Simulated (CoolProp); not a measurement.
Vapour pressure (bar) of R1336mzz(Z): the reference equation beside estimates from Tc = 444.5 K, pc = 29.04 bar, ω = 0.386.

The numbers come from the reference Helmholtz-energy equation of state, McLinden 2020 in CoolProp.

```json
[
 {"T (K)": "250.8", "reference": "0.07433", "van der Waals": "1.752", "Soave-Redlich-Kwong": "0.07317", "Peng-Robinson": "0.07701"},
 {"T (K)": "267.1", "reference": "…", "van der Waals": "2.544", "Soave-Redlich-Kwong": "0.1807", "Peng-Robinson": "0.1866"},
 {"T (K)": "283.4", "reference": "…", "van der Waals": "3.551", "Soave-Redlich-Kwong": "0.3944", "Peng-Robinson": "0.4014"},
 {"T (K)": "299.7", "reference": "…", "van der Waals": "4.794", "Soave-Redlich-Kwong": "…", "Peng-Robinson": "0.7833"},
 {"T (K)": "316", "reference": "1.412", "van der Waals": "…", "Soave-Redlich-Kwong": "1.414", "Peng-Robinson": "1.411"},
 {"T (K)": "332.4", "reference": "2.392", "van der Waals": "8.086", "Soave-Redlich-Kwong": "2.406", "Peng-Robinson": "2.388"},
 {"T (K)": "348.7", "reference": "…", "van der Waals": "10.16", "Soave-Redlich-Kwong": "3.856", "Peng-Robinson": "3.814"},
 {"T (K)": "365", "reference": "5.811", "van der Waals": "12.55", "Soave-Redlich-Kwong": "5.894", "Peng-Robinson": "5.818"}
]
```

### Question
What belongs in the gaps?

### Answer

- 267.1, reference: 0.1831
- 283.4, reference: 0.3979
- 299.7, reference: 0.7814
- 299.7, Soave-Redlich-Kwong: 0.7783
- 316, van der Waals: 6.296
- 348.7, reference: 3.816

Absolute difference from the reference over all 8 rows, mean and median: van der Waals 714.8 and 429.7 %, Soave-Redlich-Kwong 0.9 and 1.0 %, Peng-Robinson 0.9 and 0.2 %.
